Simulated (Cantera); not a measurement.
Feed: 1 mol Pb, 0.98 mol CO, 0.79 mol N₂, 2 mol H₂, at 270 Pa.

These are equilibrium values from Cantera (NASA tables, ideal gas, pure condensed phases), not measurements of a reactor. Candidate condensed phases: C, C₆H₆, C₇H₈, C₈H₁₈, H₂O, Pb, PbO, PbO₂, Pb₃O₄; 139 gas species. The numbers say what is thermodynamically allowed, not how fast it happens. All values below are at 1498 K.

Base state: H₂ 0.419, Pb 0.210, CO 0.205, N₂ 0.166, H 0.000214, HCN 1.14e-5 (mole fractions); condensed: gas only.

Task: What changes in the equilibrium state with this change: pressure from 270 Pa to 480000 Pa?

Result: 
```json
[
 {"species": "H₂", "before": "0.419", "after": "0.524"},
 {"species": "CO", "before": "0.205", "after": "0.257"},
 {"species": "N₂", "before": "0.166", "after": "0.209"},
 {"species": "Pb", "before": "0.210", "after": "0.00502"},
 {"species": "CH₄", "before": "5.10e-8", "after": "0.00204"},
 {"species": "NH₃", "before": "1.86e-8", "after": "5.19e-5"},
 {"species": "CO₂", "before": "1.86e-6", "after": "0.000360"},
 {"species": "Pb(l), mol", "before": "0", "after": "0.981"}
]
```
